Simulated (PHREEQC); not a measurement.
0.17 g of hydrous ferric oxide (600 m²/g; 0.2 weak and 0.005 strong sites per Fe, Dzombak-Morel constants, diffuse double layer) in 1 kg of water with 0.05 mol/kgw of an inert sodium salt and 0.00082 mmol/kgw CuCl2 and 0.7 mmol/kgw SrCl2, at 25 °C; the pH is set by adding NaOH or the inert anion's acid. Oxygen alone is held at its pressure in air (log pO2 = -0.68). The system is closed to CO2. No solid was allowed to form.

Base run: PHREEQC, ion-association model, wateq4f.dat. Each further column changes one thing. The table gives Cu sorbed (%).

```csv
pH,base,no electrostatic term (-no_edl),background salt from 0.05 to 0.005 mol/kgw,oxide from 0.17 to 0.85 g/kgw
4,1.7,2.1,1.7,[?]
4.38,7.9,10.7,[?],30.1
5.12,63.2,75.4,[?],[?]
5.5,88.6,93.6,87.7,[?]
6.25,99.3,99.6,99.3,99.9
6.62,99.8,99.9,99.8,100.0
7.38,99.9,99.9,99.9,100.0
7.75,99.9,99.9,99.8,100.0
8.5,99.7,99.5,99.6,99.9
8.88,99.4,98.4,99.3,99.9
9.62,94.9,83.4,[?],99.5
10,81.4,56.9,[?],98.8
```

Complete the blanks.


- 4, oxide from 0.17 to 0.85 g/kgw: 8.0
- 4.38, background salt from 0.05 to 0.005 mol/kgw: 7.6
- 5.12, background salt from 0.05 to 0.005 mol/kgw: 60.9
- 5.12, oxide from 0.17 to 0.85 g/kgw: 89.8
- 5.5, oxide from 0.17 to 0.85 g/kgw: 97.6
- 9.62, background salt from 0.05 to 0.005 mol/kgw: 93.4
- 10, background salt from 0.05 to 0.005 mol/kgw: 76.1

The database's constant for dissolved Cu(OH)2 is higher than later reviews accept.
